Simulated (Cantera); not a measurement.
**Thermodynamics of halide evaporation, hydrolysis and transport, feed NaCl + HCl + H2**

Input: 1 mol NaCl, 4.3 mol HCl, 100 mol H2.

Cantera equilibrium calculation (NASA polynomials, part measured and part estimated; ideal gas, pure solids and liquids). Candidate condensed phases: Na, NaCl; 10 gas species. Kinetics and transport are ignored.

Stable condensed phases:

```
T in °C \ P in Pa
           0.10      1     10    100   1000  10000 100000
   1800       A      A      A      A      A      A      A
   1700       A      A      A      A      A      A      A
   1600       A      A      A      A      A      A      A
   1500       A      A      A      A      A      A      A
   1400       A      A      A      A      A      A      A
   1300       A      A      A      A      A      A      A
   1200       A      A      A      A      A      A      A
   1100       A      A      A      A      A      A      A
   1000       A      A      A      A      A      A      A
    900       A      A      A      A      A      A      B
    800       A      A      A      A      A      B      B
    700       A      A      A      A      B      B      B
    600       A      A      A      B      B      B      B
```

A: gas only; B: NaCl.
